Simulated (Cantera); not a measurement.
An adiabatic, constant-pressure homogeneous reactor starts with 5.46 % CH₄, 0.300 % C₂H₆, 15.6 % O₂, 58.5 % N₂, 20.2 % H₂O, equivalence ratio 0.77, at 1773 K and 220000 Pa.

Model: GRI-Mech 3.0 (53 species, 325 reactions), integrated in Cantera.

Predict: time of steepest temperature rise; temperature at 1.00 s; equilibrium temperature; x(O₂) at 1.00 s; x(CO₂) at 1.00 s.


| Quantity | Result |
|---|---|
| time of steepest temperature rise | 34.4 µs |
| temperature at 1.00 s | 2619 K |
| equilibrium temperature | 2619 K |
| x(O₂) at 1.00 s | 0.0358 (gas-phase equilibrium 0.0358) |
| x(CO₂) at 1.00 s | 0.0478 (gas-phase equilibrium 0.0478) |
